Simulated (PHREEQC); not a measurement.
**Leach liquor (model solution)**

A solution holds 0.18 mmol/kgw H2SO4, 0.13 mmol/kgw ZnSO4 and 0.45 mmol/kgw MgSO4, at 45 °C. Closed to the air; pH follows from the charge balance.

All values are PHREEQC results (ion-association model, wateq4f.dat), not measurements.

The pH is 3.50. The ionic strength is 0.00250 mol/kgw and the total alkalinity is -0.360 meq/kg.

```tsv
species	molality	activity	log γ
SO4-2	0.000657	0.000525	-0.098
Mg+2	0.000388	0.000311	-0.097
H+	0.000333	0.000316	-0.023
Zn+2	0.000117	9.34e-5	-0.096
MgSO4	6.19e-5	6.19e-5	0.000
HSO4-	2.72e-5	2.57e-5	-0.025
ZnSO4	1.33e-5	1.33e-5	0.000
Zn(SO4)2-2	6.16e-8	4.90e-8	-0.099
ZnOH+	1.42e-9	1.35e-9	-0.025
```

No solid was allowed to form. Constants without temperature data keep their 25 °C values here.
